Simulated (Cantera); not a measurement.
A closed system holds: 1 mol Si₂Cl₆, 5 mol NH₃, equilibrated at 973 K and 0.133 bar.

Method: chemical equilibrium by Gibbs-energy minimisation in Cantera with the NASA 1993 tables (ideal gas, pure condensed phases). Candidate condensed phases: NH₄Cl, Si, Si₃N₄; 28 gas species. The feed counts by its element totals alone. The tables' values for SiCl₃ are old estimates; treat these amounts as uncertain. Equilibrium is a limit: real reactors are often held back by kinetics, nucleation or transport.

What is the equilibrium state?


| Quantity | Result |
|---|---|
| x(H₂) | 0.478 |
| x(HCl) | 0.348 |
| x(N₂) | 0.130 |
| x(SiCl₄) | 0.0431 |
| x(SiHCl₃) | 0.000332 |
| x(SiCl₃) | 1.60e-5 |
| x(NH₃) | 1.11e-5 |
| n(Si₃N₄(s)) | 0.500 mol |
| gas amount | 11.50 mol |
| log10 activity of Si(s) (absent) | -6.38 |
